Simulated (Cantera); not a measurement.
A perfectly stirred reactor is fed with 6.40 % CH4, 0.346 % H2, 19.6 % O2, 73.6 % N2, equivalence ratio 0.66, at 1.00 atm; it is adiabatic with a 375 K inlet, and is followed from long to short residence time, starting on the burning branch (τ in s: 0.021, 0.0098, 0.0047, 0.0022, 0.001, 0.0005, 0.00024, 0.00011, 5.3e-05, 2.5e-05, 1.2e-05).

Model: GRI-Mech 3.0 (53 species, 325 reactions), integrated in Cantera.

x: mole fraction; the columns are a selection and need not sum to one.

| τ (s) | T (K) | x CH4 | x H2 | x O2 | x CH2CO | x C2H2 |
|---|---|---|---|---|---|---|
| 0.021 | 1818 | 2.56e-5 | 0.000399 | 0.0669 | 3.39e-9 | 2.40e-9 |
| 0.0098 | 1807 | 4.17e-5 | 0.000634 | 0.0671 | 6.96e-9 | 3.61e-9 |
| 0.0047 | 1790 | 6.75e-5 | 0.000976 | 0.0675 | 1.36e-8 | 5.31e-9 |
| 0.0022 | 1765 | 0.000114 | 0.00148 | 0.0683 | 2.74e-8 | 8.20e-9 |
| 0.0010 | 1727 | 0.000205 | 0.00220 | 0.0697 | 5.97e-8 | 1.43e-8 |
| 0.00050 | 1680 | [?] | [?] | 0.0719 | [?] | [?] |
| 0.00024 | 1608 | 0.000847 | 0.00406 | 0.0766 | 4.37e-7 | 8.52e-8 |
| 0.00011 | 375 | 0.0640 | 0.00346 | 0.196 | <1e-12 | <1e-12 |
| 5.3e-5 | 375 | 0.0640 | 0.00346 | 0.196 | <1e-12 | <1e-12 |
| 2.5e-5 | 375 | 0.0640 | 0.00346 | 0.196 | <1e-12 | <1e-12 |
| 1.2e-5 | 375 | 0.0640 | 0.00346 | 0.196 | <1e-12 | <1e-12 |

Task: Some entries are withheld; supply them.

Result: 
- 0.00050, x CH4: 0.000374
- 0.00050, x H2: 0.00299
- 0.00050, x CH2CO: 1.34e-7
- 0.00050, x C2H2: 2.81e-8
